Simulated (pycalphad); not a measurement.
## Freezing of Mg-Si alloys with rising Si

Source of the numbers: pycalphad with the COST 507 light-alloy database (1999); pressure 1 atm. No gas phase is included, though pure Mg would boil below 1613 K. These are 1990s assessments: newer ones move some temperatures and phases. Phase fractions are per mole of atoms.

Scheil-Gulliver runs (no diffusion in the solid, steps of 4 K) beside full equilibrium.

```json
[
 {"alloy": "Mg-8.589Si (wt.%)", "liquidus (K)": "1118", "Scheil, half solid (K)": "at the invariant end", "Scheil, 80 % solid (K)": "at the invariant end", "Scheil, invariant end (K)": "912", "liquid left at that end": "0.81", "equilibrium solidus (K)": "912"},
 {"alloy": "Mg-16.99Si (wt.%)", "liquidus (K)": "1236", "Scheil, half solid (K)": "at the invariant end", "Scheil, 80 % solid (K)": "at the invariant end", "Scheil, invariant end (K)": "912", "liquid left at that end": "0.57", "equilibrium solidus (K)": "912"},
 {"alloy": "Mg-25.21Si (wt.%)", "liquidus (K)": "?", "Scheil, half solid (K)": "?", "Scheil, 80 % solid (K)": "at the invariant end", "Scheil, invariant end (K)": "912", "liquid left at that end": "?", "equilibrium solidus (K)": "912"},
 {"alloy": "Mg-91.49Si (wt.%)", "liquidus (K)": "1613", "Scheil, half solid (K)": "1533", "Scheil, 80 % solid (K)": "at the invariant end", "Scheil, invariant end (K)": "1217", "liquid left at that end": "0.21", "equilibrium solidus (K)": "1217"}
]
```

Question: Some entries are withheld; supply them.

Answer: 
- Mg-25.21Si (wt.%), liquidus (K): 1310
- Mg-25.21Si (wt.%), Scheil, half solid (K): 1192
- Mg-25.21Si (wt.%), liquid left at that end: 0.34
